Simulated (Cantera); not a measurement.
A Cantera script and what it prints.

```python
import numpy as np
import cantera as ct

gas_names = """
    B BF BF2 BF3 BN B2 F F2 N NF NF2 NF3 N2
""".split()
cond_names = """
    B(b) B(L) BN(s)
""".split()


def load(file, names, dense=False):
    # The tables refer to 1 bar. Condensed volumes are neglected.
    table = {s.name: s for s in ct.Species.list_from_file(file)}
    out = []
    for n in names:
        d = dict(table[n].input_data)
        d["thermo"] = dict(d["thermo"], **{"reference-pressure": 1e5})
        if dense:
            d["equation-of-state"] = {"model": "constant-volume", "density": "1e6 g/cm^3"}
        out.append(ct.Species.from_dict(d))
    return out


gas = ct.Solution(thermo="ideal-gas", species=load("nasa_gas.yaml", gas_names))
cond = {s.name: ct.Solution(thermo="fixed-stoichiometry", species=[s], name=s.name)
        for s in load("nasa_condensed.yaml", cond_names, dense=True)}
atoms = {
    'BN': {'B': 1, 'N': 1},
    'F2': {'F': 2},
    'N2': {'N': 2},
}
top_T = {'BN(s)': 3200}  # K; cautious upper limits of use, not melting points


def equilibrate(T, P, feed):
    n = {}
    for name, mol in feed.items():
        for a, k in atoms[name].items():
            n[a] = n.get(a, 0.0) + k * mol
    gas.TPX = T, P, n
    mass = sum(n.values()) * gas.mean_molecular_weight
    gas.equilibrate("TP")
    valid = [c for c in cond.values() if c.min_temp <= T <= top_T.get(c.name, c.max_temp)]
    mix = ct.Mixture([(gas, mass / gas.mean_molecular_weight)] + [(c, 0.0) for c in valid])
    mix.T, mix.P = T, P
    mix.equilibrate("TP", solver="vcs", rtol=1e-11, max_steps=5000)
    return mix


results = []
T = 823.15  # K
P = 2500  # Pa
for m in [3, 12, 20, 29, 37, 46, 54, 63, 71, 80, 88]:
    feed = {'BN': 1, 'F2': 10, 'N2': m}  # mol
    mix = equilibrate(T, P, feed)
    results.append((T, P, feed, dict(zip(mix.species_names, mix.species_moles))))
    x = sorted(zip(gas.X, gas.species_names), reverse=True)
    print(f"T = {T:g} K  P = {P:g} Pa  n(N2) = {m:g} mol  gas = {mix.phase_moles(0):.4g} mol")
    print("   x: " + "  ".join(f"{s} {v:.3e}" for v, s in x if v > 0.0001))
    print("   condensed (mol): " + ("  ".join(f"{mix.phase(i).name} {mix.phase_moles(i):.4g}"
          for i in range(1, mix.n_phases) if mix.phase_moles(i) > 1e-12) or "none"))
```

It prints:

```
T = 823.15 K  P = 2500 Pa  n(N2) = 3 mol  gas = 12.59 mol
   x: F2 5.569e-01  N2 2.478e-01  BF3 7.943e-02  NF3 6.038e-02  F 5.546e-02
   condensed (mol): none
T = 823.15 K  P = 2500 Pa  n(N2) = 12 mol  gas = 21.62 mol
   x: N2 5.590e-01  F2 3.146e-01  BF3 4.626e-02  F 4.168e-02  NF3 3.850e-02
   condensed (mol): none
T = 823.15 K  P = 2500 Pa  n(N2) = 20 mol  gas = 29.75 mol
   x: N2 6.760e-01  F2 2.286e-01  F 3.554e-02  BF3 3.362e-02  NF3 2.623e-02
   condensed (mol): none
T = 823.15 K  P = 2500 Pa  n(N2) = 29 mol  gas = 38.88 mol
   x: N2 7.494e-01  F2 1.752e-01  F 3.111e-02  BF3 2.572e-02  NF3 1.853e-02
   condensed (mol): none
T = 823.15 K  P = 2500 Pa  n(N2) = 37 mol  gas = 46.99 mol
   x: N2 7.909e-01  F2 1.452e-01  F 2.832e-02  BF3 2.128e-02  NF3 1.436e-02
   condensed (mol): none
T = 823.15 K  P = 2500 Pa  n(N2) = 46 mol  gas = 56.1 mol
   x: N2 8.233e-01  F2 1.217e-01  F 2.593e-02  BF3 1.783e-02  NF3 1.124e-02
   condensed (mol): none
T = 823.15 K  P = 2500 Pa  n(N2) = 54 mol  gas = 64.18 mol
   x: N2 8.445e-01  F2 1.064e-01  F 2.424e-02  BF3 1.558e-02  NF3 9.303e-03
   condensed (mol): none
T = 823.15 K  P = 2500 Pa  n(N2) = 63 mol  gas = 73.27 mol
   x: N2 8.628e-01  F2 9.312e-02  F 2.268e-02  BF3 1.365e-02  NF3 7.703e-03
   condensed (mol): none
T = 823.15 K  P = 2500 Pa  n(N2) = 71 mol  gas = 81.34 mol
   x: N2 8.758e-01  F2 8.381e-02  F 2.152e-02  BF3 1.229e-02  NF3 6.626e-03
   condensed (mol): none
T = 823.15 K  P = 2500 Pa  n(N2) = 80 mol  gas = 90.41 mol
   x: N2 8.876e-01  F2 7.530e-02  F 2.039e-02  BF3 1.106e-02  NF3 5.681e-03
   condensed (mol): none
T = 823.15 K  P = 2500 Pa  n(N2) = 88 mol  gas = 98.47 mol
   x: N2 8.963e-01  F2 6.904e-02  F 1.953e-02  BF3 1.016e-02  NF3 5.012e-03
   condensed (mol): none
```

Equilibrium computed with Cantera from the NASA thermochemical tables; the gas is ideal and each condensed phase is pure.
